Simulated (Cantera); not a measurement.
An adiabatic, constant-volume homogeneous reactor starts with CO : H₂ : CH₄ : O₂ : N₂ = 1 : 0.039 : 0.16 : 0.525 : 1.97 (molar parts), at 1225 K and 4.90 bar. Integrator tolerance rtol = 1e-08.

Cantera simulation using GRI-Mech 3.0 (53 species, 325 reactions); the numbers are that mechanism's predictions, not measurements. Above 3000 K some thermodynamic fits are extrapolated.

Problem. What does this change do: pressure from 4.90 bar to 1.01 bar?

Solution. 
| quantity | before | after |
|---|---|---|
| time of steepest temperature rise | 1.03 ms | 3.08 ms |
| temperature at 0.800 s | 2999 K | 2873 K |
| equilibrium temperature | 2999 K | 2873 K |
| x(CO) at 0.800 s | 0.185 (gas-phase equilibrium 0.185) | 0.191 (gas-phase equilibrium 0.191) |
| x(H₂) at 0.800 s | 0.0140 (gas-phase equilibrium 0.0140) | 0.0151 (gas-phase equilibrium 0.0151) |
| x(CH₄) at 0.800 s | <1e-12 (gas-phase equilibrium <1e-12) | <1e-12 (gas-phase equilibrium <1e-12) |
| x(HCO) at 0.800 s | 9.05e-7 (gas-phase equilibrium 9.05e-7) | 3.32e-7 (gas-phase equilibrium 3.32e-7) |
| x(O) at 0.800 s | 0.00249 (gas-phase equilibrium 0.00249) | 0.00446 (gas-phase equilibrium 0.00446) |
| x(OH) at 0.800 s | 0.0103 (gas-phase equilibrium 0.0103) | 0.0126 (gas-phase equilibrium 0.0126) |
| x(H) at 0.800 s | 0.00553 (gas-phase equilibrium 0.00553) | 0.00857 (gas-phase equilibrium 0.00857) |
